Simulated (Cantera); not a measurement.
Charge: 1 mol trisilylamine, 0.45 mol N₂, 0.32 mol H₂, held at 0.000420 bar.

Method: chemical equilibrium by Gibbs-energy minimisation in Cantera with the NASA 1993 tables (ideal gas, pure condensed phases). Candidate condensed phases: Si, Si₃N₄; 18 gas species. The feed counts by its element totals alone. Mutual solubility and eutectic melting of coexisting phases are not modelled. Gases not in the tables: Si₂H₆ and higher silanes. Kinetics and transport are ignored.

Task: Which condensed phases are stable at each of these points (T (K)): 1500, 1550, 1600, 1650, 1700, 1750, 1800?

Result: 
```tsv
T (K)	condensed phases	Si condensed (%)
1500	Si(s) + Si₃N₄(s)	100.0
1550	Si(s)	100.0
1600	Si(s)	100.0
1650	Si(s)	99.9
1700	Si(l)	99.7
1750	Si(l)	99.3
1800	Si(l)	98.4
```

At 1500 K the condensed part is Si(s) + Si₃N₄(s). From 1550 K to 1650 K the condensed part is Si(s). From 1700 K to 1800 K the condensed part is Si(l).
